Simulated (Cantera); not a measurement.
# Si3N4 + H2 (sublimation and decomposition of ceramics)

Input: 1 mol Si3N4, 0.14 mol H2, at 750 Torr.

Equilibrium computed with Cantera from the NASA thermochemical tables; the gas is ideal and each condensed phase is pure. Candidate condensed phases: Si, Si3N4; 18 gas species. The tables' values for SiN are old estimates; treat these amounts as uncertain. Gases not in the tables: Si2H6 and higher silanes. Kinetics and transport are ignored.

| T (K) | x N2 | x H2 | x Si | x H | x SiN | x Si2N | x SiH | x Si2 | n Si(l) |
|---|---|---|---|---|---|---|---|---|---|
| 2225 | 0.933 | 0.0645 | 0.000469 | 0.00164 | 7.28e-5 | 7.88e-5 | 5.02e-5 | 7.88e-6 | 3.00 |
| 2300 | 0.932 | 0.0640 | 0.000932 | 0.00245 | 0.000126 | 0.000129 | 8.66e-5 | 1.80e-5 | 3.00 |
| 2375 | 0.931 | 0.0633 | 0.00177 | 0.00355 | 0.000210 | 0.000203 | 0.000144 | 3.89e-5 | 2.99 |
| 2450 | 0.928 | 0.0623 | 0.00324 | 0.00502 | 0.000340 | 0.000312 | 0.000231 | 8.02e-5 | 2.99 |
| 2525 | 0.925 | 0.0611 | 0.00571 | 0.00693 | 0.000533 | 0.000465 | 0.000359 | 0.000158 | 2.98 |
| 2600 | 0.919 | 0.0594 | 0.00974 | 0.00935 | 0.000814 | 0.000676 | 0.000542 | 0.000300 | 2.97 |
| 2675 | 0.911 | 0.0571 | 0.0161 | 0.0123 | 0.00121 | 0.000961 | 0.000793 | 0.000547 | 2.95 |
x: gas mole fraction; n: condensed amount in mol.

From 2225 K to 2675 K the condensed part is Si(l). The main Si-bearing gas is Si throughout.
